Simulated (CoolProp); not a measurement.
Computed with CoolProp (reference Helmholtz-energy equation of state, Lemmon 2006). It is a short technical equation, of lower accuracy than the large ones.

Problem. For C2F6 (R116), give the phase and the speed of sound (m/s), expansivity (1/kK), conductivity (mW/(m K)), Prandtl number at 226.8 K and 6060 kPa; 364 K and 6060 kPa.

Solution. 
- 226.8 K and 6060 kPa: liquid; speed of sound 475, expansivity 3.08, conductivity 67.6, Prandtl number 4.19
- 364 K and 6060 kPa: supercritical; speed of sound 126, expansivity 9.23, conductivity 26.7, Prandtl number 1.27

Viscosity comes from a separate model (Huber 2003), an estimate that may be off by 10 % or more. Thermal conductivity comes from a separate model (Huber 2003), an estimate that may be off by 10 % or more.
